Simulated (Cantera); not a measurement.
Input: 1 mol Fe3O4, 8.5 mol CO, 7.9 mol H2, at 1052 °C and 19.5 Torr.

Cantera equilibrium calculation (NASA polynomials, part measured and part estimated; ideal gas, pure solids and liquids). Candidate condensed phases: C, C6H6, C7H8, C8H18, Fe, Fe(CO)5, FeO, Fe(OH)2, Fe(OH)3, Fe2O3, Fe3O4, H2O; 114 gas species. Mutual solubility and eutectic melting of coexisting phases are not modelled. The tables' stoichiometric FeO is somewhat more stable than real wüstite, so its field is too wide. FeO: taken at fixed stoichiometry. Kinetics and transport are ignored.

Question: What is the equilibrium state?

Answer: 
```json
{
 "x(CO)": "0.438",
 "x(H2)": "0.359",
 "x(H2O)": "0.122",
 "x(CO2)": "0.0800",
 "x(H)": "6.08e-6",
 "n(Fe(γ))": "2.32 mol",
 "n(FeO(s))": "0.684 mol",
 "gas_amount": "16.40 mol",
 "log10 activity of C(graphite) (absent)": "-3.62",
 "log10 activity of Fe(OH)2(s) (absent)": "-7.89",
 "log10 activity of Fe(OH)3(s) (absent)": "-14.22"
}
```
